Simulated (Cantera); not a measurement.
An isothermal, constant-pressure homogeneous reactor starts with 0.990 % H₂, 99.0 % O₂, equivalence ratio 0.0050, at 1225 K and 20.0 Torr.

Cantera simulation using GRI-Mech 3.0 (53 species, 325 reactions); the numbers are that mechanism's predictions, not measurements. Radical loss at walls, strong at low pressure, is not modelled.

One state of this run: x H₂ = 1.39e-5; x O₂ = 0.987; x O = 0.00267; x HO₂ = 9.33e-7; x OH = 0.000481; x H₂O₂ = 2.88e-8. x: mole fraction; the columns are a selection and need not sum to one.

Q: Which value of t (s) does it belong to?
(A) 14.2
(B) 0.0797
(C) 5.03
(D) 0.000159

A: B, 0.0797
